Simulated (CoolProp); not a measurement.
Vapour-liquid equilibrium of propane (1) + neopentane (2) at 291.7 K; x and y are mole fractions of (1).

Model: multi-fluid Helmholtz-energy mixture model, Lemmon 2009 and Lemmon 2006; pair parameters Bell 2016, in CoolProp.

```csv
x,bubble pressure (bar),y at the bubble point,dew pressure at overall composition x (bar),liquid density (mol/L)
0.05,1.550,0.143,1.441,8.338
0.15,1.882,0.360,1.559,8.631
0.25,2.255,0.526,1.697,8.939
0.35,2.698,0.658,1.863,9.262
0.45,3.241,0.764,2.066,9.597
0.55,3.905,0.847,2.323,9.941
0.65,4.699,0.907,2.665,10.29
0.75,5.612,0.950,3.152,10.64
0.85,6.599,0.977,3.939,10.97
0.95,7.586,0.994,5.622,11.26
```

No azeotrope shows between x = 0.05 and 0.95.

The pair parameters rest on a limited set of measurements; away from them the model extrapolates.
